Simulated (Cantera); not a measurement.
Thermodynamics of silicon carbide growth, feed (CH3)2SiCl2 + HCl + H2

Feed: 1 mol (CH3)2SiCl2, 1.8 mol HCl, 1500 mol H2, at 2273 K and 6.98 Torr.

Cantera equilibrium calculation (NASA polynomials, part measured and part estimated; ideal gas, pure solids and liquids). Candidate condensed phases: C, C6H6, C7H8, C8H18, Si, SiC; 109 gas species. The feed counts by its element totals alone. Equilibrium is a limit: real reactors are often held back by kinetics, nucleation or transport.

- x(H2) = 0.913
- x(H) = 0.0832
- x(HCl) = 0.00227
- x(C2H2 (acetylene)) = 0.000618
- x(Si) = 0.000595
- x(Cl) = 0.000149
- x(SiH) = 2.11e-5
- x(SiC2) = 1.34e-5
- x(SiH2) = 2.87e-6
- gas amount = 1572 mol
- log10 activity of C(graphite) (absent) = -0.37
- log10 activity of Si(l) (absent) = -2.12
